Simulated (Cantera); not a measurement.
A freely propagating, adiabatic, planar premixed flame of CH4 : O2 : N2 = 1 : 1.43 : 5.37 (molar parts), unburnt at 323 K and 500000 Pa; mixture-averaged transport, grid criteria slope 0.08 and curve 0.16, no radiation.

Model: GRI-Mech 3.0 (53 species, 325 reactions), integrated in Cantera. Burning velocities carry a grid error of a few per cent, more on coarse grids.

Problem. Predict: laminar burning velocity; thermal thickness; peak x(CH2); peak x(C2H2).

Solution. 
```json
{
 "laminar_burning_velocity": "8.76 cm/s",
 "thermal_thickness": "0.349 mm",
 "peak x(CH2)": "9.13e-6",
 "peak x(C2H2)": "0.00284"
}
```
